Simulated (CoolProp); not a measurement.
Computed with CoolProp (reference Helmholtz-energy equation of state, Schmidt 1985).

Problem. For oxygen, give the phase and the Z, fugacity coefficient at -15.65 °C and 11.2 MPa.

Solution. 
- -15.65 °C and 11.2 MPa: supercritical; Z 0.889, fugacity coefficient 0.881
